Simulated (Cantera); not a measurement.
Charge: 1 mol CH2F2, 0.018 mol CH4, 0.18 mol H2, at 748.15 K and 0.203 Torr.

Method: chemical equilibrium by Gibbs-energy minimisation in Cantera with the NASA 1993 tables (ideal gas, pure condensed phases). Rates play no part.

```json
[
 {"species": "H", "before": "<1e-9", "after": "0.437"},
 {"species": "F", "before": "<1e-9", "after": "0.347"},
 {"species": "C", "before": "<1e-9", "after": "0.146"},
 {"species": "HF", "before": "0.903", "after": "0.0428"},
 {"species": "C2", "before": "<1e-9", "after": "0.0110"},
 {"species": "H2", "before": "0.0975", "after": "0.000506"},
 {"species": "C3", "before": "<1e-9", "after": "0.00907"},
 {"species": "CF", "before": "<1e-9", "after": "0.00569"},
 {"species": "C2H", "before": "<1e-9", "after": "9.80e-5"},
 {"species": "CH", "before": "<1e-9", "after": "1.67e-5"},
 {"species": "C(graphite), mol", "before": "1.02", "after": "0"}
]
```
Gas species are given as mole fractions.

### Question
Which change was made?
A) CH2F2 replaced by c-C4F8
B) temperature from 748.15 K to 3548 K
C) temperature from 748.15 K to 3248.15 K
D) CH2F2 replaced by C2F6

### Answer
C, temperature from 748.15 K to 3248.15 K
